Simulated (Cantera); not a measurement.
Mixture: C3H8 : O2 : N2 = 1 : 7.81 : 29.4 (molar parts), at 750 Torr, adiabatic and at constant pressure. Ignition delay is the time to a rise of 400 K.

Model: GRI-Mech 3.0 (53 species, 325 reactions), integrated in Cantera. GRI-Mech 3.0 was tuned for natural gas; its chemistry of propane as a main component is partial and can be far from experiment.

Problem. What does this change do: C3H8 1 to 1.6 parts?

Solution. 
```csv
quantity,before,after
delay at 1148 K,17.9 ms,18.9 ms
delay at 1248 K,2.32 ms,2.46 ms
delay at 1348 K,0.443 ms,0.470 ms
delay at 1448 K,0.126 ms,0.132 ms
delay at 1548 K,50.0 µs,51.6 µs
apparent activation energy between 1448 and 1548 K,170 kJ/mol,180 kJ/mol
```
